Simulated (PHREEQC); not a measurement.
TMAH is added in steps, without added water, to 1 kg of water holding 0.017 mol FeCl3, at 20 °C. Oxygen alone is held at its pressure in air (log pO2 = -0.68). No CO2 enters from the air. Nothing may precipitate in this run.

Base run: PHREEQC, ion-association model, wateq4f.dat. Each further column changes one thing. The table gives pH.

```csv
TMAH added (mol),base,FeCl3 from 0.017 to 0.17 mol/kgw,FeCl3 from 0.017 to 0.0187 mol/kgw,FeCl3 from 0.017 to 0.034 mol/kgw,solids may form
0,2.23,1.88,2.21,2.06,2.23
0.0083,2.54,…,2.49,2.23,2.54
0.0166,3.02,2.04,2.88,2.40,2.74
0.02075,3.54,2.07,3.24,2.50,2.75
0.02905,4.99,2.14,4.72,2.73,2.78
0.03735,6.47,…,5.71,3.10,2.84
0.04565,7.37,2.25,6.97,4.14,2.99
0.05395,8.47,2.31,7.78,5.20,11.55
0.06225,9.33,…,8.76,5.67,12.12
0.0664,9.99,2.38,9.13,5.89,12.26
0.0747,11.89,2.43,…,6.51,12.44
0.083,12.24,2.48,11.97,6.99,12.56
```

What belongs in the gaps?


- 0.0083, FeCl3 from 0.017 to 0.17 mol/kgw: 1.96
- 0.03735, FeCl3 from 0.017 to 0.17 mol/kgw: 2.20
- 0.06225, FeCl3 from 0.017 to 0.17 mol/kgw: 2.36
- 0.0747, FeCl3 from 0.017 to 0.0187 mol/kgw: 10.62

In at least one series the solution becomes supersaturated in solids that the run did not let form, among them Fe(OH)3(a). (CH3)4N+ isn't in the database: it is added as a free cation with an ion size of 4 Å. The ionic strength passes 0.7 mol/kgw, the rough limit of the ion-association models, in part of: FeCl3 from 0.017 to 0.17 mol/kgw. Solids allowed in the column 'solids may form': Fe(OH)3(a).
